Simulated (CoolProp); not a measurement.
m-xylene at several states: Z from the reference equation and from simpler models built on Tc = 616.9 K, pc = 3.535 MPa, ω = 0.326; each cubic takes its own stable root.

Values from CoolProp's reference Helmholtz-energy equation of state, Zhou 2012.

| T (K) | p (MPa) | phase | reference |
|---|---|---|---|
| 329.2 | 0.256 | liquid | 0.01192 |
| 374.4 | 0.227 | liquid | 0.009775 |
| 541.5 | 0.172 | gas | 0.9722 |
| 312 | 2.02 | liquid | 0.09732 |
| 284.1 | 5.06 | liquid | 0.2598 |

Problem. How far does each simpler model (van der Waals, Redlich-Kwong, Soave-Redlich-Kwong, Peng-Robinson) lie from the reference over these 5 states: mean and median of the absolute difference, and the worst?

Solution. 
- van der Waals: mean 1940.4 %, median 76.2 %, worst +9472.4 % at 374.4 K and 0.227 MPa
- Redlich-Kwong: mean 15.7 %, median 19.3 %, worst +19.9 % at 374.4 K and 0.227 MPa
- Soave-Redlich-Kwong: mean 12.7 %, median 15.7 %, worst +16.6 % at 284.1 K and 5.06 MPa
- Peng-Robinson: mean 2.4 %, median 2.8 %, worst +3.9 % at 284.1 K and 5.06 MPa

At some of these states van der Waals gives the other phase, because its saturation line lies elsewhere.
